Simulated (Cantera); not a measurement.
Charge: 1 mol Si₂Cl₆, 0.11 mol NH₃, held at 775 °C and 100 Torr.

These are equilibrium values from Cantera (NASA tables, ideal gas, pure condensed phases), not measurements of a reactor. The feed counts by its element totals alone. Mutual solubility and eutectic melting of coexisting phases are not modelled. The tables' values for SiCl₃ are old estimates; treat these amounts as uncertain. The numbers say what is thermodynamically allowed, not how fast it happens.

```csv
species,before,after
H₂,0.0696,0.659
SiCl₄,0.852,0.246
SiHCl₃,0.0456,0.0553
HCl,0.0133,0.0300
SiCl₃,0.0148,0.00585
SiH₂Cl₂,0.000278,0.00141
SiCl₂,0.00473,0.00254
"Si(s), mol",0.394,0.401
"Si₃N₄(s), mol",0.0275,0.0275
```
Gas species are given as mole fractions.

Task: What was changed between the two runs?
A. Si₂Cl₆ replaced by SiH₂Cl₂
B. NH₃ from 0.11 to 1.2 mol
C. NH₃ from 0.11 to 38 mol
D. temperature from 775 °C to 452 °C

Result: A, Si₂Cl₆ replaced by SiH₂Cl₂
